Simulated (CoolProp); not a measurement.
Vapour-liquid equilibrium of CHF3 (R23) (1) + C2F6 (R116) (2) at 1.92 bar; x and y are mole fractions of (1).

Computed with CoolProp (multi-fluid Helmholtz-energy mixture model, Penoncello 2003 and Lemmon 2006; pair parameters Bell 2016).

```csv
x,"bubble temperature, mixture model (K)","bubble temperature, Raoult's law (K)","y, mixture model","y, Raoult's law"
0.05,204.3,207.6,0.182,0.063
0.125,201.2,207.1,0.338,0.153
0.2,199.4,206.7,0.424,0.241
0.275,198.4,206.3,0.477,0.325
0.35,197.9,205.9,0.512,0.406
0.425,197.6,205.6,0.537,0.483
0.5,197.4,205.2,0.558,0.559
0.575,197.3,204.8,0.578,0.631
0.65,197.4,204.5,0.600,0.701
0.725,197.6,204.2,0.629,0.769
0.8,198.0,203.8,0.671,0.835
0.875,199.0,203.5,0.739,0.898
0.95,200.8,203.2,0.861,0.960
```

The largest gap from Raoult's law is -8.0 K in bubble temperature, at x = 0.35. y crosses x between x = 0.575 and 0.65: the model has an azeotrope there.

The pair parameters rest on a limited set of measurements; away from them the model extrapolates.
